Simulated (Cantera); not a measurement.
Input (Python, Cantera):

```python
import numpy as np
import cantera as ct

gas = ct.Solution("gri30.yaml")
gas.TPX = 1973, 73, {'CH4': 1, 'H2': 26}
reactor = ct.IdealGasConstPressureReactor(gas, energy="off", clone=False)
net = ct.ReactorNet([reactor])
net.rtol, net.atol = 1e-08, 1e-18
show = ['CH4', 'H2', 'H', 'CH2', 'C2H']
times = np.geomspace(3e-06, 100, 15)

steps = ct.SolutionArray(gas, extra=["t"])
rows = []
print(f"{'t/s':>10s}{'T/K':>9s}{'P/Pa':>11s}" + "".join(f"{s:>11s}" for s in show))
for t in times:
    while net.time < t:
        t_next = net.step()
        steps.append(gas.state, t=t_next)
    rows.append([np.interp(t, steps.t, y) for y in (steps.T, steps.P, *steps(*show).X.T)])
    print(f"{t:10.3e}{rows[-1][0]:9.1f}{rows[-1][1]:11.4g}" + "".join(f"{x:11.3e}" for x in rows[-1][2:]))
rate = np.gradient(steps.T, steps.t)
print("integrator steps:", len(steps.t))
if steps.T.max() > steps.T[0] + 200:
    print(f"time of steepest temperature rise: {steps.t[rate.argmax()]:.4e} s")
gas.TPX = 1973, 73, {'CH4': 1, 'H2': 26}
gas.equilibrate("TP")
print(f"equilibrium (TP): T = {gas.T:.1f} K  " + "  ".join(f"{s} {gas[s].X[0]:.3e}" for s in show))
```

Result:

```
       t/s      T/K       P/Pa        CH4         H2          H        CH2        C2H
 3.000e-06   1973.0         73  3.704e-02  9.630e-01  5.886e-08  7.247e-16  5.091e-32
 1.034e-05   1973.0         73  3.704e-02  9.630e-01  2.032e-07  1.141e-14  2.422e-29
 3.563e-05   1973.0         73  3.704e-02  9.630e-01  7.040e-07  1.730e-13  9.909e-27
 1.228e-04   1973.0         73  3.703e-02  9.630e-01  2.467e-06  2.453e-12  4.525e-24
 4.232e-04   1973.0         73  3.703e-02  9.630e-01  8.822e-06  3.731e-11  4.173e-21
 1.458e-03   1973.0         73  3.701e-02  9.629e-01  3.165e-05  6.451e-10  3.828e-18
 5.026e-03   1973.0         73  3.695e-02  9.629e-01  1.109e-04  1.035e-08  2.512e-15
 1.732e-02   1973.0         73  3.673e-02  9.626e-01  3.840e-04  1.346e-07  1.436e-12
 5.969e-02   1973.0         73  3.588e-02  9.617e-01  1.328e-03  1.482e-06  7.148e-10
 2.057e-01   1973.0         73  3.045e-02  9.609e-01  4.169e-03  1.024e-05  1.252e-07
 7.089e-01   1973.0         73  1.258e-02  9.679e-01  6.903e-03  1.242e-05  1.311e-06
 2.443e+00   1973.0         73  2.206e-03  9.709e-01  9.935e-03  5.389e-06  2.870e-06
 8.420e+00   1973.0         73  2.427e-04  9.673e-01  1.482e-02  1.416e-06  4.582e-06
 2.902e+01   1973.0         73  2.178e-05  9.590e-01  2.332e-02  3.236e-07  7.295e-06
 1.000e+02   1973.0         73  2.671e-06  9.442e-01  3.827e-02  1.105e-07  1.207e-05
integrator steps: 1527
equilibrium (TP): T = 1973.0 K  CH4 1.560e-06  H2 9.340e-01  H 4.862e-02  CH2 1.064e-07  C2H 1.542e-05
```

Model: GRI-Mech 3.0 (53 species, 325 reactions), integrated in Cantera. GRI-Mech 3.0 stops at C3 and has no aromatics, soot or wall deposition, so with more carbon than oxygen in the feed, carbon stays in small species such as C2H2 where larger ones or solid carbon would form. Radical loss at walls, strong at low pressure, is not modelled.
